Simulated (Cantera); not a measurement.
An isothermal, constant-pressure homogeneous reactor starts with C3H8 : H2 = 1 : 18 (molar parts), at 1598 K and 0.000444 atm.

Model: GRI-Mech 3.0 (53 species, 325 reactions), integrated in Cantera. GRI-Mech 3.0 was tuned for natural gas; its chemistry of propane as a main component is partial and can be far from experiment. GRI-Mech 3.0 stops at C3 and has no aromatics, soot or wall deposition, so with more carbon than oxygen in the feed, carbon stays in small species such as C2H2 where larger ones or solid carbon would form. Radical loss at walls, strong at low pressure, is not modelled.

One state of this run: x C3H8 = 2.19e-7; x H2 = 0.890; x C2H = 4.10e-7; x C2H2 = 0.0229; x C2H4 = 0.0183. x: mole fraction; the columns are a selection and need not sum to one.

Problem. Which value of t (s) does it belong to?
(A) 0.295
(B) 5.00e-6
(C) 1.00
(D) 0.0257

Solution. D, 0.0257
